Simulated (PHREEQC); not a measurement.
Synthetic water in mg/L, 5 °C, pH 2.2, pe 9:

| constituent | mg/L |
|---|---|
| Na | 1840 |
| K | 56.6 |
| Ca | 31.3 |
| Mg | 23.6 |
| Cl | 873 |
| S(6) as SO4 | 3810 |
| Fe(3) | 106 |

Cl is adjusted to close the charge balance.
Valence states are taken as typed.

Equilibrium calculation in PHREEQC: ion-association model, phreeqc.dat.

The ionic strength comes out as 0.120 mol/kgw. What activity coefficients do CaHSO4+, Fe(SO4)2-, Ca+2, FeOH+2, KSO4- get?

CaHSO4+ 0.78, Fe(SO4)2- 0.78, Ca+2 0.38, FeOH+2 0.36, KSO4- 0.78.

No solid was allowed to form. Examples of supersaturated solids here: Hematite (slow to form), Goethite (slow to form). Others may be too. At this temperature some constants are extrapolated from 25 °C, and those without enthalpy data are left unchanged.
